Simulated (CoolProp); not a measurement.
Vapour pressure (bar) of normal hydrogen: the reference equation beside estimates from Tc = -240.0 °C, pc = 12.96 bar, ω = -0.219. Clausius-Clapeyron is anchored at -247.55 °C with a constant enthalpy of vaporisation of 0.8081 kJ/mol.

Model: reference Helmholtz-energy equation of state, Leachman 2009, in CoolProp.

| T (°C) | reference | Clausius-Clapeyron | van der Waals | Redlich-Kwong | Peng-Robinson |
|---|---|---|---|---|---|
| -251.65 | 1.394 | 1.762 | 1.742 | 0.5758 | 1.426 |
| -250.85 | 1.719 | 2.073 | 2.117 | 0.8040 | 1.766 |
| -250.05 | 2.094 | 2.410 | ? | 1.092 | 2.159 |
| -249.25 | 2.523 | 2.775 | 3.018 | 1.449 | 2.608 |
| -248.35 | 3.076 | 3.216 | 3.620 | 1.942 | 3.184 |
| -247.55 | 3.635 | 3.635 | 4.216 | 2.470 | ? |
| -246.75 | 4.262 | 4.079 | 4.870 | 3.091 | 4.409 |
| -245.85 | 5.053 | 4.605 | 5.679 | 3.909 | 5.219 |
| -245.05 | 5.838 | 5.096 | 6.465 | 4.751 | 6.018 |
| -244.25 | 6.706 | 5.608 | 7.316 | 5.708 | 6.894 |
| -243.45 | 7.661 | 6.140 | 8.232 | 6.786 | 7.851 |
| -242.55 | 8.848 | 6.760 | 9.344 | 8.152 | 9.027 |
| -241.75 | 10.01 | 7.330 | ? | 9.509 | 10.16 |
| -240.95 | 11.29 | 7.916 | 11.54 | 11.01 | ? |

Problem. Some entries are withheld; supply them.

Solution. 
- -250.05, van der Waals: 2.541
- -247.55, Peng-Robinson: 3.763
- -241.75, van der Waals: 10.41
- -240.95, Peng-Robinson: 11.39

Absolute difference from the reference over all 14 rows, mean and median: Clausius-Clapeyron 15.6 and 15.7 %, van der Waals 13.5 and 13.3 %, Redlich-Kwong 27.3 and 25.1 %, Peng-Robinson 2.7 and 2.9 %.
